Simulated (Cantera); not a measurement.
An isothermal, constant-pressure homogeneous reactor starts with NO : N2 = 1 : 0.68 (molar parts), at 2175 K and 0.0263 atm. Integrator tolerance rtol = 1e-08.

Model: GRI-Mech 3.0 (53 species, 325 reactions), integrated in Cantera. Radical loss at walls, strong at low pressure, is not modelled.

### Question
What does this change do: NO 1 to 0.25 parts?

### Answer
| quantity | before | after |
|---|---|---|
| x(NO) at 9.00 s | 0.0139 (gas-phase equilibrium 0.0131) | 0.0107 (gas-phase equilibrium 0.00970) |
| x(O) at 9.00 s | 0.00758 (gas-phase equilibrium 0.00759) | 0.00504 (gas-phase equilibrium 0.00505) |
| x(O2) at 9.00 s | 0.286 (gas-phase equilibrium 0.286) | 0.126 (gas-phase equilibrium 0.127) |
| x(N2) at 9.00 s | 0.693 (gas-phase equilibrium 0.693) | 0.858 (gas-phase equilibrium 0.859) |
| x(NO2) at 9.00 s | 3.48e-6 (gas-phase equilibrium 3.29e-6) | 1.79e-6 (gas-phase equilibrium 1.62e-6) |

### Question
What does this change do: N2 0.68 to 0.19 parts?

### Answer
| quantity | before | after |
|---|---|---|
| x(NO) at 9.00 s | 0.0139 (gas-phase equilibrium 0.0131) | 0.0150 (gas-phase equilibrium 0.0142) |
| x(O) at 9.00 s | 0.00758 (gas-phase equilibrium 0.00759) | 0.00904 (gas-phase equilibrium 0.00905) |
| x(O2) at 9.00 s | 0.286 (gas-phase equilibrium 0.286) | 0.406 (gas-phase equilibrium 0.407) |
| x(N2) at 9.00 s | 0.693 (gas-phase equilibrium 0.693) | 0.570 (gas-phase equilibrium 0.570) |
| x(NO2) at 9.00 s | 3.48e-6 (gas-phase equilibrium 3.29e-6) | 4.48e-6 (gas-phase equilibrium 4.24e-6) |
